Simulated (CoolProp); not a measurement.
Vapour-liquid equilibrium of R125 (1) + R143a (2) at 1.06 MPa; x and y are mole fractions of (1).

Model: multi-fluid Helmholtz-energy mixture model, Lemmon 2005 and Lemmon and Jacobsen 2000; pair parameters Lemmon 2004, in CoolProp.

```csv
x,bubble temperature (°C),y at the bubble point,dew temperature at overall composition x (°C),liquid density (mol/L)
0.05,18.5,0.050,18.5,11.33
0.2,18.3,…,18.3,11.16
0.35,18.1,0.360,18.1,11.00
0.5,17.7,0.515,17.7,10.85
0.65,…,…,…,10.70
0.8,16.5,0.816,16.5,10.55
0.95,15.7,0.956,15.7,…
```

Task: What belongs in the gaps?

Result: 
- 0.2, y at the bubble point: 0.204
- 0.65, bubble temperature (°C): 17.1
- 0.65, y at the bubble point: 0.668
- 0.65, dew temperature at overall composition x (°C): 17.2
- 0.95, liquid density (mol/L): 10.41

No azeotrope shows between x = 0.05 and 0.95.

Pair parameters are fitted to limited data, so mixtures are less certain than the pure fluids.
